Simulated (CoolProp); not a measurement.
Vapour-liquid equilibrium of propane (1) + c-C4F8 (RC318) (2) at 168 kPa; x and y are mole fractions of (1).

The numbers come from the multi-fluid Helmholtz-energy mixture model, Lemmon 2009 and Platzer 1990; pair parameters Bell 2016 in CoolProp. This equation is an older, rougher fit; its heat capacities, sound speeds and derivatives of the liquid may be far off and weren't checked against measurements.

```csv
x,"bubble temperature, mixture model (°C)","bubble temperature, Raoult's law (°C)","y, mixture model","y, Raoult's law"
0.05,-2.6,3.7,0.327,0.158
0.2,-19.4,-4.6,0.709,0.489
0.35,-25.5,-11.3,0.803,0.688
0.5,-27.6,-16.9,0.834,0.813
0.65,-28.6,-21.5,0.852,0.894
0.8,-29.4,-25.5,0.880,0.950
0.95,-30.0,-28.9,0.952,0.990
```

The largest gap from Raoult's law is -14.8 K in bubble temperature, at x = 0.2. No azeotrope shows between x = 0.05 and 0.95.

Pair parameters are fitted to limited data, so mixtures are less certain than the pure fluids. With so large a gap from Raoult's law the liquid may split in two, which this calculation doesn't test in full.
